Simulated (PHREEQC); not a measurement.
A column of 0.5 m (30 cells, dispersivity 0.04 m, 3600 s a shift, diffusion coefficient 3e-10 m²/s) holds 0.027 eq of the database's cation exchanger X per kg of pore water, first in equilibrium with 16 mmol/kgw ZnCl2, 0.46 mmol/kgw SrCl2, 0.14 mmol/kgw PbCl2 and 0.01 mmol/kgw HCl. It is flushed with 0.001 mol MgCl2, 0.0067 mol CaCl2 and 1e-05 mol HCl per kg of water, at 15 °C. Values are for the last cell. CO2 from the air is kept out. Nothing may precipitate in this run.

The series has 31 steps of pore volumes, from 0 to 6.017.

Computed with PHREEQC (ion-association model, phreeqc.dat).

Q: After how many pore volumes does Ca at the outlet first reach half of its feed value?

A: By 2.6 pore volumes.

Q: After how many pore volumes does Mg at the outlet first reach half of its feed value?

A: By 2.0 pore volumes.
